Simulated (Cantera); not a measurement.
An isothermal, constant-pressure homogeneous reactor starts with NO : N₂ = 1 : 1.2 (molar parts), at 1900 K and 0.355 atm. Integrator tolerance rtol = 1e-08.

Cantera simulation using GRI-Mech 3.0 (53 species, 325 reactions); the numbers are that mechanism's predictions, not measurements.

Task: What does this change do: 0.2 parts H2O added?

Result: 
```
quantity                                            before                                     after
----------------  ----------------------------------------  ----------------------------------------
x(NO) at 2.00 s      0.299 (gas-phase equilibrium 0.00588)     0.273 (gas-phase equilibrium 0.00538)
x(NO₂) at 2.00 s  0.000227 (gas-phase equilibrium 7.49e-6)  0.000196 (gas-phase equilibrium 6.56e-6)
x(O₂) at 2.00 s       0.0774 (gas-phase equilibrium 0.224)      0.0715 (gas-phase equilibrium 0.205)
x(N₂) at 2.00 s        0.623 (gas-phase equilibrium 0.770)       0.572 (gas-phase equilibrium 0.705)
x(N₂O) at 2.00 s   3.61e-5 (gas-phase equilibrium 1.98e-7)   1.97e-5 (gas-phase equilibrium 1.73e-7)
```
